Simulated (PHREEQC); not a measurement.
# Metal-bearing waste water: speciation

Consider water at 28 °C with 0.22 mol/kgw FeSO4, 0.00029 mol/kgw H3AsO4, 3.2e-05 mol/kgw NaF and 0.011 mol/kgw NaCl. Closed to the air; pH follows from the charge balance.

Equilibrium calculation in PHREEQC: ion-association model, wateq4f.dat.

```
Quantity                  Result
-----------------  -------------
pH                          4.32
ionic strength     0.447 mol/kgw
activity of water          0.994
total alkalinity   -0.290 meq/kg
```

| species | molality | activity | log γ |
|---|---|---|---|
| FeSO4 | 0.110 | 0.122 | 0.045 |
| Fe+2 | 0.110 | 0.0281 | -0.591 |
| SO4-2 | 0.108 | 0.0232 | -0.671 |
| Cl- | 0.0106 | 0.00690 | -0.187 |
| Na+ | 0.00985 | 0.00699 | -0.149 |
| NaSO4- | 0.00119 | 0.000826 | -0.157 |
| FeCl+ | 0.000389 | 0.000267 | -0.163 |
| H2AsO4- | 0.000287 | 0.000210 | -0.137 |
| HSO4- | 0.000172 | 0.000116 | -0.172 |
| H+ | 6.27e-5 | 4.81e-5 | -0.115 |
| FeHSO4+ | 5.35e-5 | 3.91e-5 | -0.137 |
| F- | 2.48e-5 | 1.58e-5 | -0.194 |
| FeF+ | 6.09e-6 | 4.45e-6 | -0.137 |
| H3AsO4 | 1.87e-6 | 2.07e-6 | 0.045 |
| HF | 1.09e-6 | 1.21e-6 | 0.045 |
| HAsO4-2 | 1.07e-6 | 3.05e-7 | -0.547 |

This is a speciation only: nothing precipitates in the calculation. Species that the database lacks are ignored. Fluoro complexes past AlF4- and FeF3 are missing from the database.
